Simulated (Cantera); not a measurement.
An isothermal, constant-pressure homogeneous reactor starts with 3.31 % H₂, 96.7 % O₂, equivalence ratio 0.017, at 1275 K and 10.00 Torr.

Model: the H2/O2 subset of GRI-Mech 3.0, which has no nitrogen chemistry, integrated in Cantera. Radical loss at walls, strong at low pressure, is not modelled.

One state of this run: x H₂ = 0.00999; x O₂ = 0.948; x H₂O₂ = 1.58e-7; x OH = 0.00560; x H₂O = 0.0182. x: mole fraction; the columns are a selection and need not sum to one.

**Question.** Which value of t (s) does it belong to?
A) 1.53e-5
B) 1.09
C) 0.00245
D) 0.142

**Answer.** C, 0.00245
